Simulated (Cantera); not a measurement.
Input: 1 mol Si2H6, 2.1 mol O3, at 0.0100 bar.

Equilibrium computed with Cantera from the NASA thermochemical tables; the gas is ideal and each condensed phase is pure. Candidate condensed phases: H2O, Si, SiO2; 18 gas species. The feed counts by its element totals alone. The tables hold silica as quartz up to 1696 K and as liquid above; real silica turns to tridymite and cristobalite and melts near 1996 K. The numbers say what is thermodynamically allowed, not how fast it happens.

x: gas mole fraction; n: condensed amount in mol.

```csv
T (K),x H2O,x H2,x H,x OH,x SiO,x O2,x O,n SiO2(α-quartz),n SiO2(β-quartz),n SiO2(condensed)
598,0.767,0.233,<1e-12,<1e-12,<1e-12,<1e-12,<1e-12,2.00,0,0
698,0.767,0.233,<1e-12,<1e-12,<1e-12,<1e-12,<1e-12,2.00,0,0
798,0.767,0.233,1.29e-11,<1e-12,<1e-12,<1e-12,<1e-12,2.00,0,0
898,0.767,0.233,5.29e-10,1.60e-12,<1e-12,<1e-12,<1e-12,0,2.00,0
998,0.767,0.233,___,___,<1e-12,<1e-12,<1e-12,0,2.00,0
1098,0.767,0.233,1.19e-7,1.73e-9,<1e-12,<1e-12,<1e-12,0,2.00,0
1198,0.767,0.233,___,___,<1e-12,<1e-12,<1e-12,0,2.00,0
1298,0.767,0.233,5.18e-6,2.20e-7,5.93e-11,7.57e-12,4.70e-12,0,2.00,0
1398,0.767,0.233,2.29e-5,1.48e-6,2.19e-9,2.07e-10,1.32e-10,0,2.00,0
1498,0.767,0.233,8.30e-5,7.74e-6,4.92e-8,3.66e-9,2.39e-9,0,2.00,0
1598,0.767,0.233,0.000257,3.29e-5,7.42e-7,4.54e-8,3.02e-8,0,2.00,0
1698,0.766,0.233,0.000698,0.000118,8.03e-6,4.19e-7,2.83e-7,0,0,2.00
```

Complete the blanks.


- 1198, x H: 9.18e-7
- 1198, x OH: 2.38e-8
- 998, x H: 1.04e-8
- 998, x OH: 7.44e-11
